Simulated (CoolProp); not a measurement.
Model: reference Helmholtz-energy equation of state, Lemmon 2003, in CoolProp. It is a pseudo-pure fit of the blend.

Q: For R410A, give the phase and the cp (kJ/(kg K)), cv (kJ/(kg K)), speed of sound (m/s), viscosity (µPa s) at 500 K and 11.1 bar; 500 K and 66.8 bar.

A: 
- 500 K and 11.1 bar: gas; cp 1.12, cv 0.988, speed of sound 249, viscosity 21.4
- 500 K and 66.8 bar: supercritical; cp 1.26, cv 1.02, speed of sound 237, viscosity 23.7

Viscosity comes from a separate model (Geller 2000).
